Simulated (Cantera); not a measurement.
A Cantera script and what it prints.

```python
import numpy as np
import cantera as ct

gas_names = """
    CL CL2 H HCL H2 Si SiCL SiCL2 SiCL3 SiCL4 SiH SiHCL3 SiH2 SiH2CL2 SiH3 SiH3CL SiH4 Si2 Si3
""".split()
cond_names = """
    Si(cr) Si(L)
""".split()


def load(file, names, dense=False):
    # The tables refer to 1 bar. Condensed volumes are neglected.
    table = {s.name: s for s in ct.Species.list_from_file(file)}
    out = []
    for n in names:
        d = dict(table[n].input_data)
        d["thermo"] = dict(d["thermo"], **{"reference-pressure": 1e5})
        if dense:
            d["equation-of-state"] = {"model": "constant-volume", "density": "1e6 g/cm^3"}
        out.append(ct.Species.from_dict(d))
    return out


gas = ct.Solution(thermo="ideal-gas", species=load("nasa_gas.yaml", gas_names))
cond = {s.name: ct.Solution(thermo="fixed-stoichiometry", species=[s], name=s.name)
        for s in load("nasa_condensed.yaml", cond_names, dense=True)}
atoms = {
    'Si': {'Si': 1},
    'Cl2': {'CL': 2},
    'H2': {'H': 2},
    'HCl': {'H': 1, 'CL': 1},
}
top_T = {}  # K; cautious upper limits of use, not melting points


def equilibrate(T, P, feed):
    n = {}
    for name, mol in feed.items():
        for a, k in atoms[name].items():
            n[a] = n.get(a, 0.0) + k * mol
    gas.TPX = T, P, n
    mass = sum(n.values()) * gas.mean_molecular_weight
    gas.equilibrate("TP")
    valid = [c for c in cond.values() if c.min_temp <= T <= top_T.get(c.name, c.max_temp)]
    mix = ct.Mixture([(gas, mass / gas.mean_molecular_weight)] + [(c, 0.0) for c in valid])
    mix.T, mix.P = T, P
    mix.equilibrate("TP", solver="vcs", rtol=1e-11, max_steps=5000)
    return mix


results = []
feed = {'Si': 1, 'Cl2': 0.54, 'H2': 18, 'HCl': 0.73}  # mol
P = 31000  # Pa
for T in [1123, 1148, 1173, 1198, 1223, 1248, 1273, 1298, 1323, 1348, 1373]:
    mix = equilibrate(T, P, feed)
    results.append((T, P, feed, dict(zip(mix.species_names, mix.species_moles))))

top = {s: max(r[3][s] / sum(r[3][g] for g in gas_names) for r in results) for s in gas_names}
cols = sorted((s for s in top if top[s] > 0.0001), key=lambda s: -top[s])[:5]
seen = [c for c in cond_names if any(r[3].get(c, 0) > 1e-12 for r in results)]
print("log10 of partial pressures in bar; condensed amounts in mol")
print(f"{'T/K':>10s}" + "".join(f"{s[:9]:>10s}" for s in cols + seen))
for T, P, feed, n in results:
    ng = sum(n[g] for g in gas_names)
    print(f"{T:10.4g}" + "".join(f"{np.log10(max(n[s] / ng * P / 1e5, 1e-99)):10.3f}" for s in cols)
          + "".join(f"{n.get(c, 0):10.4g}" for c in seen))
```

It prints:

```
log10 of partial pressures in bar; condensed amounts in mol
       T/K        H2       HCL     SiCL4     SiCL2    SiHCL3    Si(cr)
      1123    -0.528    -2.148    -2.477    -3.444    -2.622    0.5971
      1148    -0.530    -2.087    -2.513    -3.303    -2.653    0.6112
      1173    -0.531    -2.031    -2.556    -3.173    -2.689    0.6254
      1198    -0.532    -1.979    -2.608    -3.054    -2.731    0.6392
      1223    -0.534    -1.933    -2.668    -2.946    -2.780    0.6523
      1248    -0.535    -1.891    -2.739    -2.848    -2.836    0.6644
      1273    -0.536    -1.855    -2.821    -2.761    -2.900    0.6751
      1298    -0.538    -1.824    -2.915    -2.686    -2.974    0.6843
      1323    -0.539    -1.798    -3.020    -2.621    -3.056    0.6918
      1348    -0.540    -1.777    -3.137    -2.566    -3.146    0.6976
      1373    -0.541    -1.760    -3.264    -2.521    -3.244    0.7019
```

Cantera equilibrium calculation (NASA polynomials, part measured and part estimated; ideal gas, pure solids and liquids). The tables' values for SiCl3 are old estimates; treat these amounts as uncertain.
